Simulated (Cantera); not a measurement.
An adiabatic, constant-pressure homogeneous reactor starts with 12.2 % H₂, 18.5 % O₂, 69.3 % N₂, equivalence ratio 0.33, at 1500 K and 9.87 atm.

Detailed kinetics in Cantera: the H2/O2 subset of GRI-Mech 3.0, which has no nitrogen chemistry. The hydrogen kinetics of GRI-Mech 3.0 are dated; newer H2 mechanisms differ, most at raised pressure.

Task: Predict: time of steepest temperature rise; temperature at 0.300 s; equilibrium temperature; x(H₂) at 0.300 s; x(O₂) at 0.300 s; x(H₂O) at 0.300 s; x(OH) at 0.300 s; x(O) at 0.300 s.

Result: 
- time of steepest temperature rise = 1.78 µs
- temperature at 0.300 s = 2327 K
- equilibrium temperature = 2327 K
- x(H₂) at 0.300 s = 0.000270 (gas-phase equilibrium 0.000270)
- x(O₂) at 0.300 s = 0.131 (gas-phase equilibrium 0.131)
- x(H₂O) at 0.300 s = 0.127 (gas-phase equilibrium 0.127)
- x(OH) at 0.300 s = 0.00456 (gas-phase equilibrium 0.00456)
- x(O) at 0.300 s = 0.000667 (gas-phase equilibrium 0.000667)
